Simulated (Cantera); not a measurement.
What does this Cantera script print?

```python
import numpy as np
import cantera as ct

gas_names = """
    H HO2 H2 H2O H2O2 O OH O2 O3 Si SiH SiH2 SiH3 SiH4 SiO SiO2 Si2 Si3
""".split()
cond_names = """
    H2O(s) H2O(L) Si(cr) Si(L) SiO2(Lqz) SiO2(hqz) SiO2(L)
""".split()


# ... load() reads the species with a 1 bar reference pressure and builds the phases ...
atoms = {
    'Si': {'Si': 1},
    'H2': {'H': 2},
    'H2O': {'H': 2, 'O': 1},
}
top_T = {}  # K; cautious upper limits of use, not melting points


# ... equilibrate(T, P, feed) seeds the gas with the atoms and calls Mixture.equilibrate('TP', solver="vcs", rtol=1e-11, max_steps=5000) ...
results = []
feed = {'Si': 1, 'H2': 1.6, 'H2O': 0.053}  # mol
P = 101325  # Pa
for T in [625, 725, 825, 925, 1025, 1125, 1225, 1325, 1425, 1525, 1625]:
    mix = equilibrate(T, P, feed)
    results.append((T, P, feed, dict(zip(mix.species_names, mix.species_moles))))
    x = sorted(zip(gas.X, gas.species_names), reverse=True)
    print(f"T = {T:g} K  P = {P:g} Pa  gas = {mix.phase_moles(0):.4g} mol")
    print("   x: " + "  ".join(f"{s} {v:.3e}" for v, s in x if v > 0.001))
    print("   condensed (mol): " + ("  ".join(f"{mix.phase(i).name} {mix.phase_moles(i):.4g}"
          for i in range(1, mix.n_phases) if mix.phase_moles(i) > 1e-12) or "none"))
```

Output:

```
T = 625 K  P = 101325 Pa  gas = 1.653 mol
   x: H2 1.000e+00
   condensed (mol): Si(cr) 0.9735  SiO2(Lqz) 0.0265
T = 725 K  P = 101325 Pa  gas = 1.653 mol
   x: H2 1.000e+00
   condensed (mol): Si(cr) 0.9735  SiO2(Lqz) 0.0265
T = 825 K  P = 101325 Pa  gas = 1.653 mol
   x: H2 1.000e+00
   condensed (mol): Si(cr) 0.9735  SiO2(Lqz) 0.0265
T = 925 K  P = 101325 Pa  gas = 1.653 mol
   x: H2 1.000e+00
   condensed (mol): Si(cr) 0.9735  SiO2(hqz) 0.0265
T = 1025 K  P = 101325 Pa  gas = 1.653 mol
   x: H2 1.000e+00
   condensed (mol): Si(cr) 0.9735  SiO2(hqz) 0.0265
T = 1125 K  P = 101325 Pa  gas = 1.653 mol
   x: H2 1.000e+00
   condensed (mol): Si(cr) 0.9735  SiO2(hqz) 0.0265
T = 1225 K  P = 101325 Pa  gas = 1.653 mol
   x: H2 1.000e+00
   condensed (mol): Si(cr) 0.9735  SiO2(hqz) 0.0265
T = 1325 K  P = 101325 Pa  gas = 1.653 mol
   x: H2 1.000e+00
   condensed (mol): Si(cr) 0.9735  SiO2(hqz) 0.02649
T = 1425 K  P = 101325 Pa  gas = 1.653 mol
   x: H2 9.999e-01
   condensed (mol): Si(cr) 0.9734  SiO2(hqz) 0.0264
T = 1525 K  P = 101325 Pa  gas = 1.654 mol
   x: H2 9.992e-01
   condensed (mol): Si(cr) 0.9728  SiO2(hqz) 0.02583
T = 1625 K  P = 101325 Pa  gas = 1.66 mol
   x: H2 9.958e-01  SiO 4.157e-03
   condensed (mol): Si(cr) 0.97  SiO2(hqz) 0.02304
```

Cantera equilibrium calculation (NASA polynomials, part measured and part estimated; ideal gas, pure solids and liquids). Mutual solubility and eutectic melting of coexisting phases are not modelled. The tables hold silica as quartz up to 1696 K and as liquid above; real silica turns to tridymite and cristobalite and melts near 1996 K.
